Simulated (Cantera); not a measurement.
Ammonia decomposition in nitride growth gas

A perfectly stirred reactor is fed with 7.14 % NH3, 92.9 % H2, at 0.0572 atm; it is held at 2325 K, and followed from long to short residence time.

Detailed kinetics in Cantera: the gas-phase N/H chemistry of the illustrative SiF4/NH3 mechanism in the Surface Chemkin manual (1991). Walls and surfaces, which speed up NH3 decomposition in real reactors, are not modelled.

| τ (s) | x NH3 | x H2 | x N | x NH | x NH2 |
|---|---|---|---|---|---|
| 1.1 | 0.000190 | 0.931 | 3.15e-5 | 1.88e-5 | 2.32e-5 |
| 0.55 | 0.000456 | 0.939 | 3.36e-5 | 2.63e-5 | 4.24e-5 |
| 0.28 | 0.00196 | 0.951 | 2.34e-5 | 3.36e-5 | 9.98e-5 |
| 0.14 | 0.00833 | 0.954 | 1.37e-5 | 3.82e-5 | 0.000219 |
| 0.072 | 0.0189 | 0.951 | 1.07e-5 | 4.27e-5 | 0.000351 |
| 0.036 | 0.0328 | 0.945 | 9.41e-6 | 4.71e-5 | 0.000486 |
| 0.018 | 0.0467 | 0.938 | 8.51e-6 | 4.95e-5 | 0.000596 |
| 0.0094 | 0.0571 | 0.933 | 7.53e-6 | 4.89e-5 | 0.000656 |
| 0.0047 | 0.0646 | 0.929 | 5.96e-6 | 4.36e-5 | 0.000659 |
| 0.0024 | 0.0687 | 0.927 | 3.73e-6 | 3.25e-5 | 0.000586 |
| 0.0012 | 0.0705 | 0.927 | 1.35e-6 | 1.67e-5 | 0.000424 |
x: mole fraction; the columns are a selection and need not sum to one.
